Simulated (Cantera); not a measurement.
A perfectly stirred reactor is fed with CH4 : C2H6 : O2 : N2 = 1 : 0.51 : 2.1 : 7.91 (molar parts), at 4.54 atm; it is adiabatic with a 348 K inlet, and is followed from long to short residence time, starting on the burning branch (τ in s: 0.057, 0.025, 0.011, 0.0049, 0.0022, 0.00097, 0.00043, 0.00019, 8.3e-05, 3.7e-05, 1.6e-05).

Cantera simulation using GRI-Mech 3.0 (53 species, 325 reactions); the numbers are that mechanism's predictions, not measurements.

Problem. What does this change do: pressure from 4.54 atm to 3.06 atm?

Solution. 
```csv
quantity,before,after
"blow-out, bracketed by the residence times tried","burning at 0.970 ms, out at 0.430 ms","burning at 0.970 ms, out at 0.430 ms"
x(CH4) at τ = 57.0 ms,0.0100,0.00964
x(C2H6) at τ = 57.0 ms,1.67e-5,1.83e-5
x(O2) at τ = 57.0 ms,0.000637,0.000758
x(C2H4) at τ = 57.0 ms,0.000165,0.000156
x(OH) at τ = 57.0 ms,9.46e-6,1.22e-5
x(CH4) at τ = 0.970 ms,0.0200,0.0219
x(C2H6) at τ = 0.970 ms,0.000779,0.00126
x(O2) at τ = 0.970 ms,0.0166,0.0238
x(C2H4) at τ = 0.970 ms,0.00294,0.00426
x(OH) at τ = 0.970 ms,2.33e-5,2.36e-5
```
